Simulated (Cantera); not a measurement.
Feed: 1 mol Si, 0.43 mol N2O, 880 mol H2, at 1425 °C and 10.0 mbar.

These are equilibrium values from Cantera (NASA tables, ideal gas, pure condensed phases), not measurements of a reactor. Candidate condensed phases: H2O, Si, SiO2, Si2N2O, Si3N4; 35 gas species. Gases not in the tables: Si2H6 and higher silanes. Kinetics and transport are ignored.

Base state: H2 0.997, H 0.00144, SiO 0.000488, N2 0.000488, Si 6.57e-5, SiH2 1.39e-5, SiH 1.02e-5 (mole fractions); condensed: Si(l).

Q: What changes in the equilibrium state with this change: temperature from 1425 °C to 777 °C?

A: 
| species | before | after |
|---|---|---|
| H2 | 0.997 | 1.00 |
| H | 0.00144 | 8.11e-8 |
| SiO | 0.000488 | <1e-9 |
| N2 | 0.000488 | <1e-9 |
| Si | 6.57e-5 | <1e-9 |
| SiH2 | 1.39e-5 | <1e-9 |
| SiH | 1.02e-5 | <1e-9 |
| Si(l), mol | 0.490 | 0 |
| Si(s), mol | 0 | 0.140 |
| Si2N2O(s), mol | 0 | 0.430 |
Mutual solubility and eutectic melting of coexisting phases are not modelled.
